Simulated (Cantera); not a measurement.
An isothermal, constant-pressure homogeneous reactor starts with CH₄ : H₂ = 0.029 : 0.66 (molar parts), at 2875 K and 0.0543 atm.

Cantera simulation using GRI-Mech 3.0 (53 species, 325 reactions); the numbers are that mechanism's predictions, not measurements. GRI-Mech 3.0 stops at C3 and has no aromatics, soot or wall deposition, so with more carbon than oxygen in the feed, carbon stays in small species such as C2H2 where larger ones or solid carbon would form.

x: mole fraction; the columns are a selection and need not sum to one.

```
t (s)       x CH₄   x H₂    x CH₃   x C₂H₄     x C₂H      x H   x C₂H₂
--------  -------  -----  -------  -------  --------  -------  -------
6.00e-6    0.0383  0.953  0.00360  4.78e-6  5.69e-10  0.00510  7.95e-7
3.09e-5       [?]  0.935      [?]      [?]       [?]      [?]      [?]
0.000160  0.00554  0.916  0.00579  8.05e-5  0.000122   0.0580   0.0135
0.000823      [?]  0.893      [?]      [?]       [?]      [?]   0.0187
0.00424   1.74e-5  0.829  5.23e-5  1.00e-6  0.000472    0.152   0.0181
0.0219    2.55e-6  0.682  1.84e-5  2.00e-7   0.00101    0.301   0.0160
0.113     1.44e-6  0.624  1.34e-5  1.19e-7   0.00124    0.359   0.0152
0.582     1.43e-6  0.624  1.34e-5  1.19e-7   0.00124    0.359   0.0152
3.00      1.43e-6  0.624  1.34e-5  1.19e-7   0.00124    0.359   0.0152
```

Task: Some entries are withheld; supply them.

Result: 
- 3.09e-5, x CH₄: 0.0272
- 3.09e-5, x CH₃: 0.0117
- 3.09e-5, x C₂H₄: 0.000241
- 3.09e-5, x C₂H: 2.10e-6
- 3.09e-5, x H: 0.0242
- 3.09e-5, x C₂H₂: 0.000574
- 0.000823, x CH₄: 0.000245
- 0.000823, x CH₃: 0.000397
- 0.000823, x C₂H₄: 3.10e-6
- 0.000823, x C₂H: 0.000260
- 0.000823, x H: 0.0874
